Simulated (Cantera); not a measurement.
Formation from one mole of O₂

Source: NASA polynomial tables (part measured, part estimated), evaluated in Cantera. Values are per mole of reaction as written; species without (g) are pure solids or liquids, kept so even where they would boil at 1 bar.

0.8 V + O₂(g) → 0.4 V₂O₅

```json
[
 {"T (K)": "300", "ΔH° (kJ)": "-620.2", "ΔS° (J/K)": "-176.0", "ΔG° (kJ)": "-567.4", "log10 K": "98.80", "condensed phases": "V(s), V₂O₅(s)"},
 {"T (K)": "798", "ΔH° (kJ)": "-614.5", "ΔS° (J/K)": "-165.6", "ΔG° (kJ)": "-482.4", "log10 K": "31.57", "condensed phases": "V(s), V₂O₅(s)"},
 {"T (K)": "848", "ΔH° (kJ)": "-613.8", "ΔS° (J/K)": "-164.7", "ΔG° (kJ)": "-474.1", "log10 K": "29.20", "condensed phases": "V(s), V₂O₅(s)"},
 {"T (K)": "898", "ΔH° (kJ)": "-613.1", "ΔS° (J/K)": "-163.9", "ΔG° (kJ)": "-465.9", "log10 K": "27.10", "condensed phases": "V(s), V₂O₅(s)"},
 {"T (K)": "948", "ΔH° (kJ)": "-586.5", "ΔS° (J/K)": "-135.7", "ΔG° (kJ)": "-457.8", "log10 K": "25.23", "condensed phases": "V(s), V₂O₅(l)"},
 {"T (K)": "998", "ΔH° (kJ)": "-585.6", "ΔS° (J/K)": "-134.8", "ΔG° (kJ)": "-451.1", "log10 K": "23.61", "condensed phases": "V(s), V₂O₅(l)"},
 {"T (K)": "1048", "ΔH° (kJ)": "-584.8", "ΔS° (J/K)": "-134.0", "ΔG° (kJ)": "-444.4", "log10 K": "22.15", "condensed phases": "V(s), V₂O₅(l)"},
 {"T (K)": "1098", "ΔH° (kJ)": "-584.0", "ΔS° (J/K)": "-133.2", "ΔG° (kJ)": "-437.7", "log10 K": "20.82", "condensed phases": "V(s), V₂O₅(l)"}
]
```

4 Li + O₂(g) → 2 Li₂O

```
T (K)  ΔH° (kJ)  ΔS° (J/K)  ΔG° (kJ)  log10 K  condensed phases
-----  --------  ---------  --------  -------  ----------------
300     -1197.4     -245.9   -1123.7   195.65    Li(s), Li₂O(s)
798     -1212.2     -280.0    -988.7    64.72    Li(l), Li₂O(s)
848     -1211.5     -279.2    -974.7    60.04    Li(l), Li₂O(s)
898     -1210.8     -278.4    -960.8    55.89    Li(l), Li₂O(s)
948     -1209.9     -277.4    -946.9    52.17    Li(l), Li₂O(s)
998     -1208.8     -276.3    -933.1    48.84    Li(l), Li₂O(s)
1048    -1207.0     -275.3    -918.5    45.78    Li(l), Li₂O(s)
1098    -1205.7     -274.1    -904.7    43.04    Li(l), Li₂O(s)
```

2 Si + O₂(g) → 2 SiO(g)

```tsv
T (K)	ΔH° (kJ)	ΔS° (J/K)	ΔG° (kJ)	log10 K
300	-200.9	180.3	-255.0	44.39
798	-207.6	167.5	-341.3	22.34
848	-208.4	166.6	-349.6	21.53
898	-209.2	165.6	-357.9	20.82
948	-210.0	164.8	-366.2	20.18
998	-210.8	163.9	-374.4	19.59
1048	-211.6	163.1	-382.6	19.07
1098	-212.5	162.3	-390.7	18.59
```

2 C + O₂(g) → 2 CO(g)

| T (K) | ΔH° (kJ) | ΔS° (J/K) | ΔG° (kJ) | log10 K |
|---|---|---|---|---|
| 300 | -221.0 | 178.8 | -274.7 | 47.82 |
| 798 | -221.8 | 179.0 | -364.7 | 23.87 |
| 848 | -222.3 | 178.4 | -373.6 | 23.01 |
| 898 | -222.8 | 177.8 | -382.5 | 22.25 |
| 948 | -223.4 | 177.2 | -391.4 | 21.56 |
| 998 | -223.9 | 176.6 | -400.2 | 20.95 |
| 1048 | -224.5 | 176.0 | -409.0 | 20.39 |
| 1098 | -225.2 | 175.5 | -417.8 | 19.88 |
